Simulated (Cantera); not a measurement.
Cantera run:

```python
import numpy as np
import cantera as ct

gas_names = """
    CO CO2 TaO2
""".split()
cond_names = """
    Ta2O5(s) Ta2O5(L)
""".split()


# ... load() reads the species with a 1 bar reference pressure and builds the phases ...
species = {s.name: s for s in load("nasa_gas.yaml", gas_names) + load("nasa_condensed.yaml", cond_names)}
# Each term lists the table entries of one substance; the one whose range holds T is used.
reactions = {
    'Ta2O5 + CO(g) = CO2(g) + 2 TaO2(g)':
        [(-1, ['Ta2O5(s)', 'Ta2O5(L)']), (-1, ['CO']), (1, ['CO2']), (2, ['TaO2'])],
}


def pick(names, T):
    return next(species[n] for n in names if species[n].thermo.min_temp <= T <= species[n].thermo.max_temp)


results = []
for label, terms in reactions.items():
    print(label)
    print("     T/K   dH/kJ  dS/(J/K)   dG/kJ   log10 K")
    for T in [300, 600, 800, 1000, 1200, 1400, 1600, 1800, 2000, 2200]:
        used = [(nu, pick(names, T)) for nu, names in terms]
        dH = sum(nu * s.thermo.h(T) for nu, s in used) / 1e6
        dS = sum(nu * s.thermo.s(T) for nu, s in used) / 1e3
        dG = dH - T * dS / 1e3
        logK = -dG * 1e6 / (ct.gas_constant * T * np.log(10))
        results.append((label, T, dH, dS, dG, logK, [s.name for _, s in used]))
        print(f"{T:8g} {dH:8.1f} {dS:8.1f} {dG:8.1f} {logK:8.2f}")
```

It prints:

```
Ta2O5 + CO(g) = CO2(g) + 2 TaO2(g)
     T/K   dH/kJ  dS/(J/K)   dG/kJ   log10 K
     300   1361.3    433.2   1231.3  -214.38
     600   1349.0    405.1   1106.0   -96.28
     800   1340.1    392.3   1026.3   -67.01
    1000   1330.4    381.5    948.9   -49.57
    1200   1320.2    372.2    873.6   -38.03
    1400   1309.5    364.0    800.0   -29.85
    1600   1298.5    356.6    727.9   -23.76
    1800   1287.2    349.9    657.3   -19.07
    2000   1275.6    343.8    587.9   -15.35
    2200   1137.5    277.0    528.2   -12.54
```

Source: NASA polynomial tables (part measured, part estimated), evaluated in Cantera. Condensed species are held in their standard states even where they would react or evaporate.
